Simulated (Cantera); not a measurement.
# Ignition delay

Mixture: CH₄ : H₂ : O₂ : N₂ = 0.49 : 1.2 : 5 : 18.8 (molar parts), at 2.76 atm, adiabatic and at constant volume. Ignition delay is the time to a rise of 400 K.

Model: GRI-Mech 3.0 (53 species, 325 reactions), integrated in Cantera.

```csv
T0 (K),delay (ms)
1000,16.6
1100,0.440
1200,0.0961
1300,0.0400
1400,0.0223
1500,0.0145
1600,0.0104
```

```yaml
apparent activation energy between 1400 and 1600 K: 71 kJ/mol
```
